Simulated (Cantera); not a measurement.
Input: 1 mol Si2H6, 0.36 mol CO2, 2.6 mol H2, at 327 °C and 1330 Pa.

Cantera equilibrium calculation (NASA polynomials, part measured and part estimated; ideal gas, pure solids and liquids). Candidate condensed phases: C, C6H6, C7H8, C8H18, H2O, Si, SiC, SiO2; 123 gas species. The feed counts by its element totals alone. Kinetics and transport are ignored.

Base state: H2 1.000 (mole fractions); condensed: Si(s) + SiC(s) + SiO2(α-quartz).

### Question
What changes in the equilibrium state with this change: temperature from 327 °C to 1700 °C?

### Answer
```tsv
species	before	after
H2	1.000	0.873
SiO	<1e-9	0.0882
CO	<1e-9	0.0248
H	<1e-9	0.0109
Si	<1e-9	0.00237
SiH	<1e-9	0.000185
SiH2	<1e-9	7.94e-5
Si(s), mol	1.28	0
SiC(s), mol	0.360	0.202
SiO2(α-quartz), mol	0.360	0
Si(l), mol	0	1.22
```
Mutual solubility and eutectic melting of coexisting phases are not modelled. Gases not in the tables: Si2H6 and higher silanes.
